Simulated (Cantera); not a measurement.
Mixture: CH4 : O2 : N2 : H2O = 1 : 3.51 : 14 : 0.61 (molar parts), equivalence ratio 0.57, at 0.810 bar, adiabatic and at constant volume. Ignition delay is the time to a rise of 400 K.

Cantera simulation using GRI-Mech 3.0 (53 species, 325 reactions); the numbers are that mechanism's predictions, not measurements.

### Question
What does this change do: pressure from 0.810 bar to 10.0 bar?

### Answer
| quantity | before | after |
|---|---|---|
| delay at 1275 K | 15.9 ms | 1.57 ms |
| delay at 1425 K | 2.60 ms | 0.325 ms |
| delay at 1575 K | 0.621 ms | 81.5 µs |
| delay at 1725 K | 0.204 ms | 24.7 µs |
| apparent activation energy between 1650 and 1800 K | 160 kJ/mol | 180 kJ/mol |

### Question
What does this change do: 0.094 parts C2H6 added?

### Answer
```csv
quantity,before,after
delay at 1275 K,15.9 ms,2.69 ms
delay at 1425 K,2.60 ms,0.579 ms
delay at 1575 K,0.621 ms,0.158 ms
delay at 1725 K,0.204 ms,58.6 µs
apparent activation energy between 1650 and 1800 K,160 kJ/mol,140 kJ/mol
```
